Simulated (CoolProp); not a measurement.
Values from CoolProp's reference Helmholtz-energy equation of state, Thol 2015.

### Question
For octamethylcyclotetrasiloxane (D4), give the phase and the density (kg/m³), cp (kJ/(kg K)), speed of sound (m/s), expansivity (1/kK) at 545.5 K and 0.101 MPa.

### Answer
- 545.5 K and 0.101 MPa: gas; density 6.85, cp 1.91, speed of sound 120, expansivity 2.10
